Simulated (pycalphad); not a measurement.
## Effect of Si content in Al-Fe-Mg-Si

Source of the numbers: pycalphad with the COST 507 light-alloy database (1999); pressure 1 atm. These are 1990s assessments: newer ones move some temperatures and phases. The system is extrapolated from its subsystems; higher-order compounds may be missing. Amounts are mole fractions of atoms. Diffusion is slow at the low end, where real alloys seldom reach equilibrium.

```tsv
alloy	liquidus (K)	first solid	solidus (K)	phases at 375 K
Al-10.58Fe-1.62Mg-1.36Si (wt.%)	1182	AL13FE4	867	FCC_A1 0.73, AL13FE4 0.18, ALFESI_ALPHA 0.06, MG2SI 0.03
Al-10.57Fe-1.619Mg-2.708Si (wt.%)	1172	AL13FE4	865	FCC_A1 0.70, ALFESI_ALPHA 0.24, AL13FE4 0.04, MG2SI 0.03
Al-10.56Fe-1.617Mg-5.41Si (wt.%)	1151	AL13FE4	862	FCC_A1 0.64, ALFESI_BETA 0.21, ALFESI_ALPHA 0.12, MG2SI 0.03
Al-10.52Fe-1.611Mg-16.16Si (wt.%)	1072	ALFESI_GAMMA	830	FCC_A1 0.51, ALFESI_BETA 0.36, DIAMOND_A4 0.10, MG2SI 0.03
Al-10.5Fe-1.607Mg-21.5Si (wt.%)	___	___	830	___
```

**Question.** What belongs in the gaps?

**Answer.** 
- Al-10.5Fe-1.607Mg-21.5Si (wt.%), liquidus (K): 1073
- Al-10.5Fe-1.607Mg-21.5Si (wt.%), first solid: ALFESI_DELTA
- Al-10.5Fe-1.607Mg-21.5Si (wt.%), phases at 375 K: FCC_A1 0.46, ALFESI_BETA 0.36, DIAMOND_A4 0.16, MG2SI 0.03

Database names, with the compositions (at.%) that they take in these runs: AL13FE4: Al 75 Fe 24 Si 0; ALFESI_ALPHA: Al 69-74 Fe 19 Si 7-12; MG2SI: Mg 67 Si 33; ALFESI_BETA: Al 70 Fe 15 Si 15; ALFESI_GAMMA: Al 60 Fe 20 Si 20; ALFESI_DELTA: Al 55 Si 30 Fe 15. FCC_A1 is fcc; DIAMOND_A4 is diamond (Si).
